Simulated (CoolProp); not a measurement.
The numbers come from the reference Helmholtz-energy equation of state, Penoncello 2003 in CoolProp.

**Question.** For CHF3 (R23), give the phase and the density (kg/m³), cp (kJ/(kg K)), Joule-Thomson coefficient (K/MPa), isothermal compressibility (1/MPa) at 448.4 K and 17.7 bar; 448.4 K and 19.3 bar; 448.4 K and 24.2 bar.

**Answer.** 
- 448.4 K and 17.7 bar: gas; density 34.2, cp 0.965, Joule-Thomson coefficient 4.04, isothermal compressibility 0.581
- 448.4 K and 19.3 bar: gas; density 37.4, cp 0.968, Joule-Thomson coefficient 4.03, isothermal compressibility 0.535
- 448.4 K and 24.2 bar: gas; density 47.3, cp 0.978, Joule-Thomson coefficient 4.00, isothermal compressibility 0.430
